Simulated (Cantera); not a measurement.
Feed: 1 mol Si2H6, 1.5 mol O2, 65 mol N2, equilibrated at 0.00850 bar.

Cantera equilibrium calculation (NASA polynomials, part measured and part estimated; ideal gas, pure solids and liquids). Candidate condensed phases: H2O, Si, SiO2, Si2N2O, Si3N4; 35 gas species. The feed counts by its element totals alone. Mutual solubility and eutectic melting of coexisting phases are not modelled. The tables hold silica as quartz up to 1696 K and as liquid above; real silica turns to tridymite and cristobalite and melts near 1996 K. The numbers say what is thermodynamically allowed, not how fast it happens. All values below are at 1525 K.

Base state: N2 0.953, H2 0.0442, SiO 0.00252, H 5.39e-5 (mole fractions); condensed: SiO2(β-quartz) + Si2N2O(s).

Question: What changes in the equilibrium state with this change: O2 from 1.5 to 0.1 mol?

Answer: 
| species | before | after |
|---|---|---|
| N2 | 0.953 | 0.955 |
| H2 | 0.0442 | 0.0449 |
| H | 5.39e-5 | 5.44e-5 |
| SiO | 0.00252 | 3.92e-5 |
| SiO2(β-quartz), mol | 1.28 | 0 |
| Si2N2O(s), mol | 0.277 | 0.197 |
| Si3N4(s), mol | 0 | 0.534 |
